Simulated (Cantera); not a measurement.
Charge: 1 mol Al, 1.8 mol Cl2, 5.6 mol N2, equilibrated at 1125 °C and 11.0 mbar.

Equilibrium computed with Cantera from the NASA thermochemical tables; the gas is ideal and each condensed phase is pure. Candidate condensed phases: Al, AlCl3, AlN; 11 gas species. Rates play no part.

Base state: N2 0.795, AlCl3 0.142, Cl 0.0401, Cl2 0.0225 (mole fractions); condensed: gas only.

**Question.** What changes in the equilibrium state with this change: temperature from 1125 °C to 427 °C?

**Answer.** 
```
species   before    after
-------  -------  -------
N2         0.795    0.818
AlCl3      0.142    0.130
Cl2       0.0225   0.0438
Cl        0.0401  1.32e-6
Al2Cl6   4.74e-7  0.00804
```
